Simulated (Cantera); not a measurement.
A closed system holds: 1 mol B₂H₆, 9.1 mol NH₃, held at 1100 K and 13300 Pa.

Equilibrium computed with Cantera from the NASA thermochemical tables; the gas is ideal and each condensed phase is pure. Candidate condensed phases: B, BN; 15 gas species. The feed counts by its element totals alone. Kinetics and transport are ignored.

Base state: H₂ 0.824, N₂ 0.176, NH₃ 1.33e-5 (mole fractions); condensed: BN(s).

### Question
What changes in the equilibrium state with this change: B₂H₆ replaced by B₂O₃?

### Answer
```
species        before    after
------------  -------  -------
H₂              0.824    0.748
N₂              0.176    0.249
H₂O                 0  0.00224
HBO₂                0  2.26e-5
NH₃           1.33e-5  1.37e-5
BN(s), mol       2.00   0.0273
B₂O₃(l), mol        0    0.986
```
Mutual solubility and eutectic melting of coexisting phases are not modelled. Gases not in the tables: H₃BO₃. Further candidate phases: B₂O₃, B₃O₃H₃, H₂O.

### Question
What changes in the equilibrium state with this change: NH₃ from 9.1 to 0.22 mol?

### Answer
| species | before | after |
|---|---|---|
| H₂ | 0.824 | 1.00 |
| N₂ | 0.176 | <1e-9 |
| NH₃ | 1.33e-5 | <1e-9 |
| BN(s), mol | 2.00 | 0.220 |
| B(s), mol | 0 | 1.78 |
Mutual solubility and eutectic melting of coexisting phases are not modelled.
